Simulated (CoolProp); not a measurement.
Model: reference Helmholtz-energy equation of state, Akasaka 2015, in CoolProp.

**Question.** For R245fa, give the phase and the density (kg/m³), cp (kJ/(kg K)), speed of sound (m/s), expansivity (1/kK) at 317.3 K and 5280 kPa.

**Answer.** 
- 317.3 K and 5280 kPa: liquid; density 1300, cp 1.34, speed of sound 632, expansivity 2.07
